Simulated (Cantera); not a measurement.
Feed: 1 mol FeS, 0.98 mol SO₂, 0.55 mol O₂, equilibrated at 1548.15 K and 1 atm.

Method: chemical equilibrium by Gibbs-energy minimisation in Cantera with the NASA 1993 tables (ideal gas, pure condensed phases). Candidate condensed phases: Fe, FeO, FeS, FeSO₄, FeS₂, Fe₂O₃, Fe₂(SO₄)₃, Fe₃O₄, S; 12 gas species. Metal and sulfide melt together well below either melting point, which pure phases cannot show. Mutual solubility and eutectic melting of coexisting phases are not modelled. The tables' stoichiometric FeO is somewhat more stable than real wüstite, so its field is too wide. FeO, FeS: taken at fixed stoichiometry. Equilibrium is a limit: real reactors are often held back by kinetics, nucleation or transport.

Q: What is the equilibrium state?

A: 
```json
{
 "x(SO₂)": "0.857",
 "x(S₂)": "0.127",
 "x(S₂O)": "0.00977",
 "x(SO)": "0.00640",
 "x(S)": "2.47e-5",
 "x(SO₃)": "2.52e-6",
 "n(FeO(s))": "0.622 mol",
 "n(FeS(l))": "0.378 mol",
 "gas_amount": "1.409 mol",
 "log10 activity of S(l) (absent)": "-1.70",
 "log10 activity of Fe(γ) (absent)": "-1.81"
}
```
